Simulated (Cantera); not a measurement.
Feed: 1 mol SiC, 0.018 mol O₂, 15 mol H₂, equilibrated at 1 atm.

Method: chemical equilibrium by Gibbs-energy minimisation in Cantera with the NASA 1993 tables (ideal gas, pure condensed phases). Candidate condensed phases: C, C₆H₆, C₇H₈, C₈H₁₈, H₂O, Si, SiC, SiO₂; 123 gas species. Mutual solubility and eutectic melting of coexisting phases are not modelled. The tables hold silica as quartz up to 1696 K and as liquid above; real silica turns to tridymite and cristobalite and melts near 1996 K. Gases not in the tables: Si₂H₆ and higher silanes. Equilibrium is a limit: real reactors are often held back by kinetics, nucleation or transport.

**Question.** Which condensed phases are stable at each of these points (T (K)): 1598, 1648, 1698, 1748, 1798, 1848, 1898?

**Answer.** 
| T (K) | condensed phases | Si condensed (%) |
|---|---|---|
| 1598 | SiC(s) + SiO₂(β-quartz) | 98.2 |
| 1648 | SiC(s) | 98.2 |
| 1698 | SiC(s) | 98.2 |
| 1748 | SiC(s) | 98.2 |
| 1798 | SiC(s) | 98.1 |
| 1848 | SiC(s) | 98.1 |
| 1898 | SiC(s) | 98.1 |

At 1598 K the condensed part is SiC(s) + SiO₂(β-quartz). From 1648 K to 1898 K the condensed part is SiC(s).
